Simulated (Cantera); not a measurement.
Input: 1 mol C, 17 mol H2, held at 2173.15 K and 1.00 bar.

Cantera equilibrium calculation (NASA polynomials, part measured and part estimated; ideal gas, pure solids and liquids). Candidate condensed phases: C, C6H6, C7H8, C8H18; 76 gas species. Rates play no part.

Base state: H2 0.993, H 0.00481, C2H2 (acetylene) 0.00219, CH4 0.000275, CH3 2.56e-5 (mole fractions); condensed: C(graphite).

What changes in the equilibrium state with this change: temperature from 2173.15 K to 2525 K?


| species | before | after |
|---|---|---|
| H2 | 0.993 | 0.961 |
| H | 0.00481 | 0.0275 |
| C2H2 (acetylene) | 0.00219 | 0.0115 |
| C2H | 3.41e-7 | 2.50e-5 |
| C4H2 | 1.97e-6 | 5.72e-5 |
| CH3 | 2.56e-5 | 6.80e-5 |
| CH4 | 0.000275 | 0.000133 |
| C(graphite), mol | 0.920 | 0.593 |

What changes in the equilibrium state with this change: pressure from 1.00 bar to 4.20 bar?


```
species             before    after
----------------  --------  -------
H2                   0.993    0.994
H                  0.00481  0.00235
C2H2 (acetylene)   0.00219  0.00220
CH4               0.000275  0.00116
C2H4               6.02e-6  2.54e-5
CH3                2.56e-5  5.27e-5
C(graphite), mol     0.920    0.904
```
